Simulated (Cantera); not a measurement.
Input: 1 mol AlCl₃, 8.4 mol HCl, 15 mol N₂, equilibrated at 13300 Pa.

Cantera equilibrium calculation (NASA polynomials, part measured and part estimated; ideal gas, pure solids and liquids). Candidate condensed phases: Al, AlCl₃, AlN, NH₄Cl; 20 gas species. The tables' values for AlCl₂ are old estimates; treat these amounts as uncertain. Kinetics and transport are ignored.

log p: log10 of the partial pressure in bar; nothing condenses.

```
T (K)  log p N₂  log p HCl  log p AlCl₃  log p Cl  log p H₂  log p Al₂Cl₆
-----  --------  ---------  -----------  --------  --------  ------------
823       -1.09      -1.34        -2.27       ___     -7.65         -4.24
923       -1.09      -1.34        -2.26       ___     -6.98         -5.03
1023      -1.09      -1.34        -2.26       ___     -6.40         -5.66
1123      -1.09      -1.34        -2.26       ___     -5.88         -6.18
1223      -1.09      -1.34        -2.26       ___     -5.40         -6.61
1323      -1.09      -1.34        -2.26       ___     -4.97         -6.96
1423      -1.09      -1.34        -2.26       ___     -4.58         -7.27
1523      -1.09      -1.34        -2.26       ___     -4.24         -7.53
1623      -1.09      -1.34        -2.26       ___     -3.94         -7.75
1723      -1.09      -1.34        -2.27       ___     -3.68         -7.95
```

Some entries are withheld; supply them.


- 823, log p Cl: -8.64
- 923, log p Cl: -7.48
- 1023, log p Cl: -6.56
- 1123, log p Cl: -5.82
- 1223, log p Cl: -5.22
- 1323, log p Cl: -4.73
- 1423, log p Cl: -4.31
- 1523, log p Cl: -3.95
- 1623, log p Cl: -3.63
- 1723, log p Cl: -3.35
